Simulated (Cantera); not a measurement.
A closed system holds: 1 mol MgO, 0.034 mol I₂, at 873 K and 1 atm.

Equilibrium computed with Cantera from the NASA thermochemical tables; the gas is ideal and each condensed phase is pure. Candidate condensed phases: I₂, Mg, MgI₂, MgO; 10 gas species. Rates play no part.

Base state: I₂ 0.986, I 0.0143 (mole fractions); condensed: MgO(s).

Task: What changes in the equilibrium state with this change: 0.00087 mol H₂ added?

Result: 
| species | before | after |
|---|---|---|
| I₂ | 0.986 | 0.937 |
| HI | 0 | 0.0492 |
| I | 0.0143 | 0.0139 |
| MgI₂ | <1e-9 | 9.21e-5 |
| H₂O | 0 | 9.21e-5 |
| H₂ | 0 | 7.07e-5 |
| MgO(s), mol | 1.00 | 1.000 |
Further candidate phases: H₂O, Mg(OH)₂.
